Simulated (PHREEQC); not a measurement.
Solution (20 °C): 0.023 mol NaI per kg of water. Closed to the air; pH follows from the charge balance.

Equilibrium calculation in PHREEQC: ion-association model, wateq4f.dat.

```json
{
 "ionic_strength": "0.0230 mol/kgw"
}
```

```csv
species,molality,activity,log γ
I-,0.0230,0.0199,-0.063
Na+,0.0230,0.0199,-0.062
H+,9.44e-8,8.35e-8,-0.053
OH-,9.44e-8,8.12e-8,-0.065
```

No solid was allowed to form.
